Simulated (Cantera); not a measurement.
Charge: 1 mol Si, 3.9 mol HF, 30 mol H2, equilibrated at 852 °C and 75.0 Torr.

Method: chemical equilibrium by Gibbs-energy minimisation in Cantera with the NASA 1993 tables (ideal gas, pure condensed phases). Candidate condensed phases: Si; 25 gas species. The tables' values for SiF3 are old estimates; treat these amounts as uncertain. Rates play no part.

Problem. What is the equilibrium state?

Solution. x(H2): 0.969
x(SiF4): 0.0274
x(SiHF3): 0.00265
x(SiF3): 0.000253
x(HF): 0.000133
x(SiH2F2): 0.000129
x(SiF2): 3.19e-6
x(SiH3F): 1.56e-6
gas amount: 32.90 mol
log10 activity of Si(s) (absent): -0.77
